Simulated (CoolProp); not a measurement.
Properties of R236EA along the isotherm 138.85 °C.

The numbers come from the reference Helmholtz-energy equation of state, Rui 2013 in CoolProp.

```json
[
 {"p (MPa)": "0.75", "phase": "gas", "cp (kJ/(kg K))": "1.057", "speed of sound (m/s)": "143.6", "isothermal compressibility (1/MPa)": "1.456", "expansivity (1/kK)": "3.271", "fugacity coefficient": "0.9251"},
 {"p (MPa)": "1.5", "phase": "gas", "cp (kJ/(kg K))": "1.132", "speed of sound (m/s)": "(withheld)", "isothermal compressibility (1/MPa)": "0.8256", "expansivity (1/kK)": "4.710", "fugacity coefficient": "0.8517"},
 {"p (MPa)": "2.25", "phase": "gas", "cp (kJ/(kg K))": "1.288", "speed of sound (m/s)": "115.4", "isothermal compressibility (1/MPa)": "0.6787", "expansivity (1/kK)": "7.771", "fugacity coefficient": "0.7788"},
 {"p (MPa)": "3", "phase": "gas", "cp (kJ/(kg K))": "1.904", "speed of sound (m/s)": "93.08", "isothermal compressibility (1/MPa)": "0.8501", "expansivity (1/kK)": "20.06", "fugacity coefficient": "0.7041"},
 {"p (MPa)": "3.75", "phase": "liquid", "cp (kJ/(kg K))": "2.617", "speed of sound (m/s)": "123.7", "isothermal compressibility (1/MPa)": "0.1838", "expansivity (1/kK)": "23.84", "fugacity coefficient": "0.6097"},
 {"p (MPa)": "4.5", "phase": "liquid", "cp (kJ/(kg K))": "1.963", "speed of sound (m/s)": "168.0", "isothermal compressibility (1/MPa)": "0.07168", "expansivity (1/kK)": "11.97", "fugacity coefficient": "0.5276"},
 {"p (MPa)": "5.25", "phase": "liquid", "cp (kJ/(kg K))": "1.773", "speed of sound (m/s)": "196.2", "isothermal compressibility (1/MPa)": "0.04615", "expansivity (1/kK)": "(withheld)", "fugacity coefficient": "0.4686"},
 {"p (MPa)": "6", "phase": "liquid", "cp (kJ/(kg K))": "(withheld)", "speed of sound (m/s)": "218.1", "isothermal compressibility (1/MPa)": "0.03447", "expansivity (1/kK)": "7.224", "fugacity coefficient": "0.4244"}
]
```

Q: Fill in the missing entries.

A: 
- 1.5, speed of sound (m/s): 131.0
- 5.25, expansivity (1/kK): 8.809
- 6, cp (kJ/(kg K)): 1.674
